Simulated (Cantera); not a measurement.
A perfectly stirred reactor is fed with CO : H2 : CH4 : O2 : N2 : H2O = 1 : 1.5 : 0.037 : 1.36 : 5.13 : 0.23 (molar parts), at 5.00 bar; it is adiabatic with a 425 K inlet, and is followed from long to short residence time, starting on the burning branch (τ in s: 0.032, 0.016, 0.0078, 0.0038, 0.0019, 0.00091, 0.00045, 0.00022, 0.00011, 5.2e-05, 2.6e-05, 1.3e-05).

Computed with Cantera and GRI-Mech 3.0 (53 species, 325 reactions).

Problem. Predict: blow-out, bracketed by the residence times tried; x(CO) at τ = 32.0 ms; x(H2) at τ = 32.0 ms; x(CH4) at τ = 32.0 ms; x(CH2) at τ = 32.0 ms; x(CO) at τ = 0.450 ms; x(H2) at τ = 0.450 ms; x(CH4) at τ = 0.450 ms; x(CH2) at τ = 0.450 ms.

Solution. 
```json
{
  "blow_out_bracketed_by_the_residence_times_tried": "burning at 13.0 µs, the shortest tried",
  "x(CO) at τ = 32.0 ms": "0.0129",
  "x(H2) at τ = 32.0 ms": "0.00406",
  "x(CH4) at τ = 32.0 ms": "8.08e-8",
  "x(CH2) at τ = 32.0 ms": "3.69e-9",
  "x(CO) at τ = 0.450 ms": "0.0234",
  "x(H2) at τ = 0.450 ms": "0.00790",
  "x(CH4) at τ = 0.450 ms": "2.86e-6",
  "x(CH2) at τ = 0.450 ms": "1.29e-7"
}
```
